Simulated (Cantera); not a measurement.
Feed: 1 mol C3H8, 1.3 mol CO2, 1.2 mol H2, at 2473.15 K.

These are equilibrium values from Cantera (NASA tables, ideal gas, pure condensed phases), not measurements of a reactor. Candidate condensed phases: C, C6H6, C7H8, C8H18, H2O; 110 gas species. The ideal-gas law is rough above about 30 bar. The numbers say what is thermodynamically allowed, not how fast it happens.

x: gas mole fraction; n: condensed amount in mol.

| P (Pa) | x H | x H2 | x CO | x CH4 | n C(graphite) |
|---|---|---|---|---|---|
| 10 | 0.682 | 0.0935 | 0.218 | ? | 1.53 |
| 46 | 0.509 | 0.239 | 0.248 | ? | 1.62 |
| 220 | 0.304 | 0.409 | 0.283 | ? | 1.62 |
| 1000 | 0.162 | 0.527 | 0.306 | ? | 1.61 |
| 4600 | 0.0802 | 0.594 | 0.320 | ? | 1.60 |
| 22000 | 0.0377 | 0.629 | 0.327 | ? | 1.60 |
| 100000 | 0.0179 | 0.645 | 0.330 | ? | 1.60 |
| 460000 | 0.00841 | 0.653 | 0.332 | ? | 1.60 |
| 2200000 | 0.00385 | 0.655 | 0.333 | ? | 1.59 |
| 10000000 | 0.00180 | 0.649 | 0.335 | ? | 1.55 |

Problem. Fill in the missing entries.

Solution. 
- 10, x CH4: 1.37e-10
- 46, x CH4: 4.13e-9
- 220, x CH4: 5.77e-8
- 1000, x CH4: 4.35e-7
- 4600, x CH4: 2.54e-6
- 22000, x CH4: 1.36e-5
- 100000, x CH4: 6.53e-5
- 460000, x CH4: 0.000307
- 2200000, x CH4: 0.00148
- 10000000, x CH4: 0.00660
